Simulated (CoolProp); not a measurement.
Aqueous magnesium chloride as a coolant, 22 % by mass, freezing at -35.4 °C, 1 atm.

The numbers come from the Melinder's fits for secondary coolants in CoolProp.

```
T (°C)  viscosity (mPa s)  cp (kJ/(kg K))  Prandtl number  conductivity (W/(m K))
------  -----------------  --------------  --------------  ----------------------
-7                   9.52               …            56.8                       …
-2                   7.77           2.961            45.7                   0.503
3.1                  6.37               …               …                   0.512
8.1                  5.28           2.988            30.3                   0.521
13.1                 4.42           3.002            25.0                   0.530
18.1                    …           3.015            20.9                   0.538
23.1                 3.19           3.027            17.7                   0.547
28.2                 2.75           3.040            15.1                   0.555
33.2                    …           3.052               …                   0.563
38.2                    …           3.064            11.5                   0.571
```

Q: Fill in the missing entries.

A: 
- -7, cp (kJ/(kg K)): 2.948
- -7, conductivity (W/(m K)): 0.495
- 3.1, cp (kJ/(kg K)): 2.975
- 3.1, Prandtl number: 37.0
- 18.1, viscosity (mPa s): 3.73
- 33.2, viscosity (mPa s): 2.41
- 33.2, Prandtl number: 13.0
- 38.2, viscosity (mPa s): 2.14
